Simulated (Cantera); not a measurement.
Metals in furnace atmospheres: Ti + CO + H₂

A closed system holds: 1 mol Ti, 1.3 mol CO, 4.1 mol H₂, held at 75.0 Torr.

Equilibrium computed with Cantera from the NASA thermochemical tables; the gas is ideal and each condensed phase is pure. Candidate condensed phases: C, C₆H₆, C₇H₈, C₈H₁₈, H₂O, Ti, TiC, TiO, TiO₂, Ti₂O₃, Ti₃O₅, Ti₄O₇; 113 gas species. Mutual solubility and eutectic melting of coexisting phases are not modelled. TiC: taken at fixed stoichiometry. Equilibrium is a limit: real reactors are often held back by kinetics, nucleation or transport.

At 950 °C the condensed part is C(graphite) + TiC(s) + Ti₃O₅(s). At 1050 °C the condensed part is TiC(s) + Ti₃O₅(s). From 1150 °C to 1550 °C the condensed part is TiC(s) + Ti₂O₃(s).

```json
[
 {"T (°C)": "950", "x H₂": "0.975", "x CO": "0.0233", "x CH₄": "0.00127", "x H": "9.39e-7", "x H₂O": "4.56e-5", "x CO₂": "7.44e-7", "x C₂H₂ (acetylene)": "1.53e-7", "n C(graphite)": "0.919", "n TiC(s)": "0.279", "n Ti₃O₅(s)": "0.240", "n Ti₂O₃(s)": "0"},
 {"T (°C)": "1050", "x H₂": "0.858", "x CO": "0.141", "x CH₄": "0.000462", "x H": "4.65e-6", "x H₂O": "9.63e-5", "x CO₂": "8.53e-6", "x C₂H₂ (acetylene)": "6.02e-7", "n C(graphite)": "0", "n TiC(s)": "0.624", "n Ti₃O₅(s)": "0.125", "n Ti₂O₃(s)": "0"},
 {"T (°C)": "1150", "x H₂": "0.854", "x CO": "0.146", "x CH₄": "9.58e-5", "x H": "1.94e-5", "x H₂O": "0.000111", "x CO₂": "8.39e-6", "x C₂H₂ (acetylene)": "3.49e-7", "n C(graphite)": "0", "n TiC(s)": "0.600", "n Ti₃O₅(s)": "0", "n Ti₂O₃(s)": "0.200"},
 {"T (°C)": "1250", "x H₂": "0.854", "x CO": "0.146", "x CH₄": "2.46e-5", "x H": "6.75e-5", "x H₂O": "0.000124", "x CO₂": "7.88e-6", "x C₂H₂ (acetylene)": "2.16e-7", "n C(graphite)": "0", "n TiC(s)": "0.600", "n Ti₃O₅(s)": "0", "n Ti₂O₃(s)": "0.200"},
 {"T (°C)": "1350", "x H₂": "0.854", "x CO": "0.146", "x CH₄": "7.51e-6", "x H": "0.000202", "x H₂O": "0.000136", "x CO₂": "7.47e-6", "x C₂H₂ (acetylene)": "1.44e-7", "n C(graphite)": "0", "n TiC(s)": "0.600", "n Ti₃O₅(s)": "0", "n Ti₂O₃(s)": "0.200"},
 {"T (°C)": "1450", "x H₂": "0.854", "x CO": "0.146", "x CH₄": "2.65e-6", "x H": "0.000533", "x H₂O": "0.000146", "x CO₂": "7.12e-6", "x C₂H₂ (acetylene)": "1.01e-7", "n C(graphite)": "0", "n TiC(s)": "0.600", "n Ti₃O₅(s)": "0", "n Ti₂O₃(s)": "0.200"},
 {"T (°C)": "1550", "x H₂": "0.853", "x CO": "0.146", "x CH₄": "1.05e-6", "x H": "0.00127", "x H₂O": "0.000156", "x CO₂": "6.83e-6", "x C₂H₂ (acetylene)": "7.39e-8", "n C(graphite)": "0", "n TiC(s)": "0.600", "n Ti₃O₅(s)": "0", "n Ti₂O₃(s)": "0.200"}
]
```
x: gas mole fraction; n: condensed amount in mol.
